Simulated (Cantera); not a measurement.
A freely propagating, adiabatic, planar premixed flame of C2H4 : O2 : N2 : H2O = 1 : 3.33 : 12.5 : 1.6 (molar parts), equivalence ratio 0.90, unburnt at 675 K and 1.00 bar; mixture-averaged transport, grid criteria slope 0.08 and curve 0.16, no radiation.

Model: GRI-Mech 3.0 (53 species, 325 reactions), integrated in Cantera. GRI-Mech 3.0 was tuned for natural gas; its chemistry of ethylene as a main component is partial and can be far from experiment. Burning velocities carry a grid error of a few per cent, more on coarse grids.

Predict: laminar burning velocity; thermal thickness; peak x(C2H2); peak x(H2).


| Item | Value |
|---|---|
| laminar burning velocity | 260 cm/s |
| thermal thickness | 0.277 mm |
| peak x(C2H2) | 0.00181 |
| peak x(H2) | 0.0172 |
